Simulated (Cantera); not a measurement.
A perfectly stirred reactor is fed with 100 % N2O, at 1.20 bar; it is held at 1325 K, and followed from long to short residence time.

Computed with Cantera and GRI-Mech 3.0 (53 species, 325 reactions). GRI-Mech 3.0 was tuned for natural gas; its chemistry of N2O as a main component is partial and can be far from experiment. The mechanism lacks the step 2 NO + O2 → 2 NO2, which can matter for NO2 below about 1400 K. The temperature is held fixed by assumption; the heat of reaction is taken as removed at once.

x: mole fraction; the columns are a selection and need not sum to one.

| τ (s) | x N2O | x NO | x O2 | x NO2 | x N2 |
|---|---|---|---|---|---|
| 16 | 0.0123 | 0.0253 | 0.316 | 0.000281 | 0.646 |
| 4.5 | 0.0389 | 0.0392 | 0.300 | 0.000427 | 0.621 |
| 1.3 | 0.111 | 0.0531 | 0.269 | 0.000571 | 0.566 |
| 0.36 | … | 0.0572 | … | 0.000606 | … |
| 0.10 | 0.556 | 0.0419 | 0.127 | 0.000434 | 0.275 |
| 0.028 | … | … | … | … | … |
| 0.0079 | 0.935 | 0.00679 | 0.0181 | 5.62e-5 | 0.0397 |
| 0.0022 | 0.981 | 0.00202 | 0.00532 | 1.08e-5 | 0.0117 |
| 0.00062 | 0.995 | 0.000578 | 0.00152 | 1.36e-6 | 0.00334 |
| 0.00018 | 0.998 | 0.000167 | 0.000437 | 1.34e-7 | 0.000967 |

Task: Fill in the missing entries.

Result: 
- 0.36, x N2O: 0.281
- 0.36, x O2: 0.210
- 0.36, x N2: 0.450
- 0.028, x N2O: 0.807
- 0.028, x NO: 0.0197
- 0.028, x O2: 0.0543
- 0.028, x NO2: 0.000193
- 0.028, x N2: 0.119
